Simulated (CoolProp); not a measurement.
Vapour-liquid equilibrium of R125 (1) + cyclopropane (2) at 290.4 K; x and y are mole fractions of (1).

Values from CoolProp's multi-fluid Helmholtz-energy mixture model, Lemmon 2005 and Polt 1992; pair parameters Bell 2016. This equation is an older, rougher fit; its heat capacities, sound speeds and derivatives of the liquid may be far off and weren't checked against measurements.

Question: Give the bubble pressure and the first vapour's composition at x = 0.05, 0.725, 0.95. Is there an azeotrope?

Answer: x = 0.05: 707.0 kPa, y = 0.192; x = 0.725: 1163 kPa, y = 0.742; x = 0.95: 1138 kPa, y = 0.939. y crosses x between x = 0.725 and 0.8: the model has an azeotrope there.

The pair parameters rest on a limited set of measurements; away from them the model extrapolates.
